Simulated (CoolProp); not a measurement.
Saturation properties of R134a.

Model: reference Helmholtz-energy equation of state, Tillner-Roth 1994, in CoolProp.

| T (K) | p (MPa) | liquid density (kg/m³) | enthalpy of vaporisation (kJ/kg) | liquid cp (kJ/(kg K)) | vapour Z |
|---|---|---|---|---|---|
| 250.4 | 0.1177 | 1367 | 214.8 | 1.287 | 0.9525 |
| 262.1 | 0.1924 | 1330 | 206.7 | 1.313 | 0.9336 |
| 273.8 | 0.2998 | 1293 | 198.1 | 1.343 | 0.9103 |
| 285.5 | 0.4481 | 1253 | 188.8 | 1.378 | 0.8824 |
| 297.2 | 0.6468 | 1210 | 178.7 | 1.421 | 0.8495 |
| 308.9 | 0.9056 | 1164 | 167.4 | 1.475 | 0.8109 |
| 320.6 | 1.235 | 1114 | 154.8 | 1.547 | 0.7660 |
| 332.3 | 1.648 | 1057 | 140.3 | 1.651 | 0.7132 |
| 344 | 2.157 | 991.0 | 123.0 | 1.820 | 0.6500 |
| 355.7 | 2.779 | 908.1 | 101.1 | 2.173 | 0.5709 |
| 367.4 | 3.537 | 784.1 | 68.40 | 3.649 | 0.4580 |

It boils at 247.1 K under 1 atm.
